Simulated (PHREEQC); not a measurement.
Leach liquor: speciation

Make-up at 25 °C and 50 atm: 0.0047 mol HCl, 0.00085 mol Li2SO4 and 0.001 mol MnSO4 per kg of water. Closed to the air; pH follows from the charge balance.

Equilibrium calculation in PHREEQC: Pitzer model, pitzer.dat.

Precipitation was switched off in this run.

Question: Estimate the pH, osmotic coefficient.

Answer: pH 2.41; osmotic coefficient 0.945.

Question: In which forms is S present?

Answer: SO4-2 80 %, HSO4- 20 % of the S.

Under pressure, the constants of complexes without a molar volume in the database are unreliable.
